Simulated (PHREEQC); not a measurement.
Solution (20 °C): 13 mmol/kgw FeCl3, 29 mmol/kgw CaCl2, 0.15 mmol/kgw NaHCO3 and 0.097 mmol/kgw Na2SO4. Closed to the air; pH follows from the charge balance.

All values are PHREEQC results (ion-association model, phreeqc.dat), not measurements.

| quantity | before | after |
|---|---|---|
| pH | 2.37 | 2.54 |
| FeCl+2 (mol/kgw) | 0.00324 | 0.000982 |
| SI of Gypsum (CaSO4:2H2O) | -2.55 | -2.90 |
| SI of Goethite (FeOOH) | +4.71 | +5.07 |

Q: Which change was made?
(A) 0.0041 mol/kgw MgBr2 added
(B) Na2SO4 from 9.7e-05 to 9.7e-06 mol/kgw
(C) diluted 10-fold with water
(D) diluted 2-fold with water
(E) NaHCO3 from 0.00015 to 7.5e-05 mol/kgw

A: D, diluted 2-fold with water

No solid was allowed to form. Some of these states are supersaturated (in Hematite (slow to form), Goethite (slow to form), for instance).
